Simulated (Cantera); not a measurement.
Input: 1 mol SiC, 0.27 mol N2O, 100 mol N2, 0.05 mol O2, equilibrated at 79.0 mbar.

Equilibrium computed with Cantera from the NASA thermochemical tables; the gas is ideal and each condensed phase is pure. Candidate condensed phases: C, Si, SiC, SiO2, Si2N2O, Si3N4; 34 gas species. Mutual solubility and eutectic melting of coexisting phases are not modelled. Rates play no part.

Task: Which condensed phases are stable at each of these points (T (°C)): 977, 1077, 1177, 1277, 1377, 1477, 1577, 1677, 1777, 1877?

Result: 
| T (°C) | condensed phases | Si condensed (%) |
|---|---|---|
| 977 | C(graphite) + Si2N2O(s) + Si3N4(s) | 100.0 |
| 1077 | C(graphite) + Si2N2O(s) + Si3N4(s) | 100.0 |
| 1177 | C(graphite) + Si2N2O(s) + Si3N4(s) | 100.0 |
| 1277 | SiC(s) + Si2N2O(s) | 99.9 |
| 1377 | SiC(s) + Si2N2O(s) | 99.3 |
| 1477 | SiC(s) + Si2N2O(s) + Si3N4(s) | 93.2 |
| 1577 | SiC(s) | 81.3 |
| 1677 | SiC(s) | 80.6 |
| 1777 | SiC(s) | 78.1 |
| 1877 | SiC(s) | 72.3 |

From 977 °C to 1177 °C the condensed part is C(graphite) + Si2N2O(s) + Si3N4(s). From 1277 °C to 1377 °C the condensed part is SiC(s) + Si2N2O(s). At 1477 °C the condensed part is SiC(s) + Si2N2O(s) + Si3N4(s). From 1577 °C to 1877 °C the condensed part is SiC(s).
